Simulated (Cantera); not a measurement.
Charge: 1 mol Si3N4, 0.36 mol H2O, 7 mol H2, at 13.3 mbar.

Cantera equilibrium calculation (NASA polynomials, part measured and part estimated; ideal gas, pure solids and liquids). Candidate condensed phases: H2O, Si, SiO2, Si2N2O, Si3N4; 35 gas species. Mutual solubility and eutectic melting of coexisting phases are not modelled. Gases not in the tables: Si2H6 and higher silanes. Rates play no part.

**Question.** Which condensed phases are stable at each of these points (T (K)): 973, 1173, 1373, 1573, 1773, 1973, 2173?

**Answer.** 
```csv
T (K),condensed phases,Si condensed (%)
973,Si2N2O(s) + Si3N4(s),100.0
1173,Si2N2O(s) + Si3N4(s),100.0
1373,Si2N2O(s) + Si3N4(s),100.0
1573,Si2N2O(s) + Si3N4(s),99.9
1773,Si(l) + Si2N2O(s),89.3
1973,Si(l),87.1
2173,Si(l),80.0
```

From 973 K to 1573 K the condensed part is Si2N2O(s) + Si3N4(s). At 1773 K the condensed part is Si(l) + Si2N2O(s). From 1973 K to 2173 K the condensed part is Si(l).
